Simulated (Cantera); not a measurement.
A closed system holds: 1 mol SiH2Cl2, 0.0048 mol Cl2, a varied amount of H2, held at 1600 K and 1 atm.

These are equilibrium values from Cantera (NASA tables, ideal gas, pure condensed phases), not measurements of a reactor. Candidate condensed phases: Si; 19 gas species. The tables' values for SiCl3 are old estimates; treat these amounts as uncertain. The numbers say what is thermodynamically allowed, not how fast it happens.

x: gas mole fraction; n: condensed amount in mol.

```
n(H2) (mol)   x H2       x HCl     x SiCl2   x SiCl3     n Si(s)
-----------  -----  ----------  ----------  --------  ----------
3.6          0.771       0.128      0.0729    0.0146       0.442
6            0.828  (withheld)  (withheld)   0.00794  (withheld)
9.8          0.875      0.0877      0.0303   0.00390       0.558
16           0.912      0.0677      0.0173   0.00169       0.632
27           0.941  (withheld)  (withheld)  0.000597  (withheld)
44           0.961      0.0342     0.00419  0.000201       0.789
72           0.975      0.0230     0.00188   6.02e-5       0.851
120          0.984      0.0148    0.000770   1.58e-5       0.900
```

Task: Fill in the missing entries.

Result: 
- 6, x HCl: 0.108
- 6, x SiCl2: 0.0486
- 6, n Si(s): 0.493
- 27, x HCl: 0.0487
- 27, x SiCl2: 0.00867
- 27, n Si(s): 0.716
